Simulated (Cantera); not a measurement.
Input: 1 mol PbO, a varied amount of C, 0.59 mol N2, at 2000 K and 1 atm.

These are equilibrium values from Cantera (NASA tables, ideal gas, pure condensed phases), not measurements of a reactor. Candidate condensed phases: C, Pb, PbO, PbO2, Pb3O4; 27 gas species. Gases not in the tables: (PbO)n polymers. Rates play no part.

log p: log10 of the partial pressure in bar; n: condensed amount in mol.

| n(C) (mol) | log p Pb | log p CO | log p N2 | log p CO2 | log p PbO | log p Pb2 | log p NO | n C(graphite) |
|---|---|---|---|---|---|---|---|---|
| 0.47 | -0.37 | -1.52 | -0.54 | -0.70 | -1.22 | -3.04 | -4.05 | 0 |
| 0.62 | -0.35 | -0.91 | -0.57 | -0.79 | -1.91 | -3.02 | -4.77 | 0 |
| 0.82 | -0.38 | -0.57 | -0.61 | -1.13 | -2.63 | -3.07 | -5.47 | 0 |
| 1.1 | -0.41 | -0.41 | -0.64 | -5.41 | -7.09 | -3.13 | -9.92 | (withheld) |
| 1.4 | -0.41 | -0.41 | -0.64 | -5.41 | -7.09 | -3.13 | -9.92 | (withheld) |
| 1.9 | -0.41 | -0.41 | -0.64 | -5.41 | -7.09 | -3.13 | -9.92 | (withheld) |
| 2.5 | -0.41 | -0.41 | -0.64 | -5.41 | -7.09 | -3.13 | -9.92 | (withheld) |
| 3.2 | -0.41 | -0.41 | -0.64 | -5.41 | -7.09 | -3.13 | -9.92 | (withheld) |

Question: Some entries are withheld; supply them.

Answer: 
- 1.1, n C(graphite): 0.100
- 1.4, n C(graphite): 0.400
- 1.9, n C(graphite): 0.900
- 2.5, n C(graphite): 1.50
- 3.2, n C(graphite): 2.20
